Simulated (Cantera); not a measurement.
Charge: 1 mol B2O3, 1.6 mol N2, 1.8 mol H2, held at 33.0 mbar.

These are equilibrium values from Cantera (NASA tables, ideal gas, pure condensed phases), not measurements of a reactor. Candidate condensed phases: B, BN, B2O3, B3O3H3, H2O; 39 gas species. N2 is the only nitrogen source here; it is nearly inert below about 1500 K, so the nitride shown seldom forms there in practice. Mutual solubility and eutectic melting of coexisting phases are not modelled. Kinetics and transport are ignored.

Q: Which condensed phases are stable at each of these points (T (°C)): 652, 752, 852, 952, 1052, 1152, 1252, 1352, 1452, 1552?

A: 
```tsv
T (°C)	condensed phases	B condensed (%)
652	BN(s) + B2O3(l)	100.0
752	BN(s) + B2O3(l)	100.0
852	BN(s) + B2O3(l)	100.0
952	BN(s) + B2O3(l)	100.0
1052	BN(s) + B2O3(l)	99.9
1152	BN(s) + B2O3(l)	99.5
1252	BN(s) + B2O3(l)	98.4
1352	BN(s) + B2O3(l)	94.3
1452	B2O3(l)	78.0
1552	B2O3(l)	11.8
```

From 652 °C to 1352 °C the condensed part is BN(s) + B2O3(l). From 1452 °C to 1552 °C the condensed part is B2O3(l).
